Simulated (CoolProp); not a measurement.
Vapour-liquid equilibrium of CHF3 (R23) (1) + R125 (2) at 194.4 K; x and y are mole fractions of (1).

Model: multi-fluid Helmholtz-energy mixture model, Penoncello 2003 and Lemmon 2005; pair parameters Bell 2016, in CoolProp.

Task: Give the bubble pressure and the first vapour's composition at x = 0.2, 0.65, 0.875. Is there an azeotrope?

Result: x = 0.2: 0.03787 MPa, y = 0.639; x = 0.65: 0.08578 MPa, y = 0.927; x = 0.875: 0.1088 MPa, y = 0.978. No azeotrope shows between x = 0.05 and 0.95.

Pair parameters are fitted to limited data, so mixtures are less certain than the pure fluids. The gap from Raoult's law changes sign with composition, which may be real or a fault of the pair parameters; it wasn't checked against measurements.
